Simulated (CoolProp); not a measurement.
Hydrogen sulfide along the isobar 5.85 MPa: density (kg/m³) from the reference equation and from simpler models built on Tc = 373.1 K, pc = 8.999 MPa, ω = 0.101; each cubic takes its own stable root.

The numbers come from the reference Helmholtz-energy equation of state, Lemmon 2006 in CoolProp. It is a short technical equation, of lower accuracy than the large ones.

```tsv
T (K)	phase	reference
320.4	liquid	725.8
368.9	gas	91.36
417.4	gas	69.07
465.9	gas	57.77
514.4	gas	50.33
563	gas	44.87
611.5	gas	40.64
660	gas	37.23
```

Task: How far does each simpler model (van der Waals, Peng-Robinson) lie from the reference over these 8 states: mean and median of the absolute difference, and the worst?

Result: 
- van der Waals: mean 5.9 %, median 1.8 %, worst -34.0 % at 320.4 K and 5.85 MPa
- Peng-Robinson: mean 2.2 %, median 1.9 %, worst +5.3 % at 320.4 K and 5.85 MPa
